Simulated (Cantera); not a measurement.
An isothermal, constant-pressure homogeneous reactor starts with CH3OH : O2 : N2 = 0.0025 : 0.0039 : 1 (molar parts), equivalence ratio 0.96, at 975 K and 1.70 bar.

Detailed kinetics in Cantera: GRI-Mech 3.0 (53 species, 325 reactions). GRI-Mech 3.0 was tuned for natural gas; its chemistry of methanol as a main component is partial and can be far from experiment. Below about 1000 K GRI-Mech 3.0 lacks low-temperature oxidation paths.

x: mole fraction; the columns are a selection and need not sum to one.

```json
[
 {"t (s)": "0.000400", "x CH3OH": "0.00248", "x O2": "0.00388", "x H": "<1e-12", "x C2H": "<1e-12", "x CO2": "3.45e-12", "x CO": "3.33e-12", "x NO2": "<1e-12"},
 {"t (s)": "0.000972", "x CH3OH": "0.00248", "x O2": "0.00388", "x H": "<1e-12", "x C2H": "<1e-12", "x CO2": "8.40e-12", "x CO": "8.12e-12", "x NO2": "<1e-12"},
 {"t (s)": "0.00236", "x CH3OH": "0.00248", "x O2": "0.00388", "x H": "<1e-12", "x C2H": "<1e-12", "x CO2": "2.04e-11", "x CO": "1.97e-11", "x NO2": "<1e-12"},
 {"t (s)": "0.00574", "x CH3OH": "0.00248", "x O2": "0.00388", "x H": "<1e-12", "x C2H": "<1e-12", "x CO2": "4.97e-11", "x CO": "4.80e-11", "x NO2": "<1e-12"},
 {"t (s)": "0.0139", "x CH3OH": "0.00248", "x O2": "0.00388", "x H": "<1e-12", "x C2H": "<1e-12", "x CO2": "1.21e-10", "x CO": "1.17e-10", "x NO2": "<1e-12"},
 {"t (s)": "0.0339", "x CH3OH": "0.00248", "x O2": "0.00388", "x H": "<1e-12", "x C2H": "<1e-12", "x CO2": "2.94e-10", "x CO": "2.84e-10", "x NO2": "<1e-12"},
 {"t (s)": "0.0823", "x CH3OH": "0.00248", "x O2": "0.00388", "x H": "<1e-12", "x C2H": "<1e-12", "x CO2": "7.13e-10", "x CO": "6.93e-10", "x NO2": "<1e-12"},
 {"t (s)": "0.200", "x CH3OH": "0.00248", "x O2": "0.00388", "x H": "<1e-12", "x C2H": "<1e-12", "x CO2": "1.73e-9", "x CO": "?", "x NO2": "<1e-12"},
 {"t (s)": "0.486", "x CH3OH": "0.00248", "x O2": "0.00388", "x H": "1.20e-12", "x C2H": "<1e-12", "x CO2": "4.21e-9", "x CO": "?", "x NO2": "<1e-12"},
 {"t (s)": "1.18", "x CH3OH": "0.00248", "x O2": "0.00387", "x H": "4.66e-12", "x C2H": "<1e-12", "x CO2": "1.02e-8", "x CO": "?", "x NO2": "<1e-12"},
 {"t (s)": "2.87", "x CH3OH": "7.52e-5", "x O2": "0.00221", "x H": "1.00e-7", "x C2H": "<1e-12", "x CO2": "0.000154", "x CO": "?", "x NO2": "<1e-12"},
 {"t (s)": "6.97", "x CH3OH": "<1e-12", "x O2": "0.000701", "x H": "3.94e-8", "x C2H": "<1e-12", "x CO2": "0.00143", "x CO": "?", "x NO2": "6.24e-11"},
 {"t (s)": "16.9", "x CH3OH": "<1e-12", "x O2": "0.000386", "x H": "2.10e-8", "x C2H": "<1e-12", "x CO2": "0.00202", "x CO": "?", "x NO2": "1.46e-10"},
 {"t (s)": "41.2", "x CH3OH": "<1e-12", "x O2": "0.000205", "x H": "6.49e-9", "x C2H": "<1e-12", "x CO2": "0.00238", "x CO": "?", "x NO2": "3.35e-10"},
 {"t (s)": "100", "x CH3OH": "<1e-12", "x O2": "0.000157", "x H": "7.93e-10", "x C2H": "<1e-12", "x CO2": "0.00247", "x CO": "?", "x NO2": "7.12e-10"}
]
```

Problem. Some entries are withheld; supply them.

Solution. 
- 0.200, x CO: 1.71e-9
- 0.486, x CO: 4.40e-9
- 1.18, x CO: 1.71e-8
- 2.87, x CO: 0.00220
- 6.97, x CO: 0.00105
- 16.9, x CO: 0.000457
- 41.2, x CO: 0.000105
- 100, x CO: 1.55e-5
